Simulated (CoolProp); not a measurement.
Vapour-liquid equilibrium of diethyl ether (1) + benzene (2) at 0.0327 MPa; x and y are mole fractions of (1).

Model: multi-fluid Helmholtz-energy mixture model, Thol 2014 and Thol 2012; pair parameters Bell 2016, in CoolProp.

| x | bubble temperature, mixture model (K) | bubble temperature, Raoult's law (K) | y, mixture model | y, Raoult's law |
|---|---|---|---|---|
| 0.05 | 316.0 | 315.9 | 0.202 | 0.206 |
| 0.15 | 308.6 | 308.5 | 0.470 | 0.479 |
| 0.25 | 302.8 | 302.5 | 0.636 | 0.645 |
| 0.35 | 298.0 | 297.7 | 0.745 | 0.753 |
| 0.45 | 294.0 | 293.7 | 0.821 | 0.827 |
| 0.55 | 290.5 | 290.2 | 0.876 | 0.880 |
| 0.65 | 287.5 | 287.3 | 0.917 | 0.920 |
| 0.75 | 284.8 | 284.6 | 0.948 | 0.950 |
| 0.85 | 282.4 | 282.3 | 0.973 | 0.973 |
| 0.95 | 280.2 | 280.2 | 0.992 | 0.992 |

The largest gap from Raoult's law is +0.3 K in bubble temperature, at x = 0.45. No azeotrope shows between x = 0.05 and 0.95.

The pair parameters rest on a limited set of measurements; away from them the model extrapolates.
